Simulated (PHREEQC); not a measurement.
A solution holds 0.012 mol/kgw HF, 0.0027 mol/kgw H2SiF6, 0.0071 mol/kgw H3PO4 and 0.011 mol/kgw H2SO4, at 73 °C. Closed to the air; pH follows from the charge balance.

Equilibrium calculation in PHREEQC: ion-association model, phreeqc.dat.

No solid was allowed to form.

Problem. Order these F species by the share of F that they hold, largest first: HF2-, HF, F-, SiF6-2.

Solution. HF (61 %), SiF6-2 (38 %), F- (1.1 %), HF2- (0.17 %)

The pH is 1.78 and the ionic strength 0.0233 mol/kgw. Examples of supersaturated solids here: Quartz (slow to form). Others may be too. Away from 25 °C the constants follow the database's enthalpies or fits; those with neither stay at their 25 °C values. SiF6-2 is the database's only silicon fluoride.
